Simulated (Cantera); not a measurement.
**Ignition delay**

Mixture: CH₄ : O₂ : N₂ = 1 : 4.26 : 16 (molar parts), at 8.90 bar, adiabatic and at constant volume. Ignition delay is the time to a rise of 400 K.

Detailed kinetics in Cantera: GRI-Mech 3.0 (53 species, 325 reactions).

```json
[
 {"T0 (K)": "1123", "delay (ms)": "10.5"},
 {"T0 (K)": "1223", "delay (ms)": "2.82"},
 {"T0 (K)": "1323", "delay (ms)": "0.882"},
 {"T0 (K)": "1423", "delay (ms)": "0.311"},
 {"T0 (K)": "1523", "delay (ms)": "0.122"},
 {"T0 (K)": "1623", "delay (ms)": "0.0532"},
 {"T0 (K)": "1723", "delay (ms)": "0.0255"},
 {"T0 (K)": "1823", "delay (ms)": "0.0134"}
]
```

| Item | Result |
|---|---|
| apparent activation energy between 1623 and 1823 K | 170 kJ/mol |
